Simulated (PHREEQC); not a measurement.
A solution holds 3.5 mmol/kgw CaCl2, at 46 °C. Closed to the air; pH follows from the charge balance.

Equilibrium calculation in PHREEQC: ion-association model, phreeqc.dat.

```yaml
ionic_strength: 0.0105 mol/kgw
specific_conductance: 1300 µS/cm
```

```csv
species,molality,activity,log γ
Cl-,0.00700,0.00626,-0.048
Ca+2,0.00350,0.00229,-0.184
H+,2.31e-7,2.10e-7,-0.042
OH-,2.29e-7,2.05e-7,-0.049
CaOH+,2.02e-9,1.81e-9,-0.048
```

Precipitation was switched off in this run. At this temperature some constants are extrapolated from 25 °C, and those without enthalpy data are left unchanged.
